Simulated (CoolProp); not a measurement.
Properties of CHF3 (R23) along the isotherm 326.5 K.

Values from CoolProp's reference Helmholtz-energy equation of state, Penoncello 2003.

```
p (kPa)          phase       Z  cp (kJ/(kg K))  cv (kJ/(kg K))  Joule-Thomson coefficient (K/MPa)  isothermal compressibility (1/MPa)  fugacity coefficient
-------  -------------  ------  --------------  --------------  ---------------------------------  ----------------------------------  --------------------
38.2               gas  0.9979          0.7720          0.6520                              9.772                               26.23                0.9979
57.6               gas  0.9968          0.7730          0.6523                              9.775                               17.42                0.9968
86.9               gas  0.9952          0.7745          0.6529                              9.778                               11.56                0.9952
131                gas  0.9927          0.7769          0.6537                              9.783                               7.690                0.9928
198                gas  0.9890          0.7804          0.6550                              9.791                               5.107                0.9891
298                gas  0.9834          0.7859          0.6569                              9.803                               3.413                0.9836
450                gas  0.9748          0.7945          0.6598                              9.820                               2.281                0.9752
679                gas  0.9616          0.8081          0.6643                              9.844                               1.533                0.9627
1020               gas  0.9418          0.8300          0.6712                              9.878                               1.043                0.9443
1550               gas  0.9100          0.8686          0.6826                              9.921                              0.7122                0.9159
2330               gas  0.8610          0.9386          0.7009                              9.958                              0.5041                0.8748
3520               gas  0.7805           1.092          0.7335                              9.918                              0.3752                0.8136
5310     supercritical  0.6414           1.558          0.7968                              9.410                              0.3215                0.7245
8010     supercritical  0.4066           3.230          0.8794                              5.549                              0.2620                0.5966
12100    supercritical  0.3924           1.962          0.8194                              1.658                             0.04335                0.4617
```

The peak of cp marks the crossing from liquid-like to gas-like fluid above the critical point.
